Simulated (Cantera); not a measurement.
Input: 1 mol SiHCl₃, 300 mol N₂, at 1125 K and 4.43 Torr.

Method: chemical equilibrium by Gibbs-energy minimisation in Cantera with the NASA 1993 tables (ideal gas, pure condensed phases). Candidate condensed phases: NH₄Cl, Si, Si₃N₄; 28 gas species. N₂ is the only nitrogen source here; it is nearly inert below about 1500 K, so the nitride shown seldom forms there in practice. The tables' values for SiCl₃ are old estimates; treat these amounts as uncertain. The numbers say what is thermodynamically allowed, not how fast it happens.

**Question.** What is the equilibrium state?

**Answer.** 
```
Property                             Result
--------------------------------  ---------
x(N₂)                                 0.995
x(HCl)                              0.00322
x(SiCl₄)                            0.00163
x(SiCl₃)                            5.75e-5
x(H₂)                               4.83e-5
x(SiCl₂)                            2.50e-5
n(Si₃N₄(s))                       0.162 mol
gas amount                        301.2 mol
log10 activity of Si(s) (absent)      -4.26
```
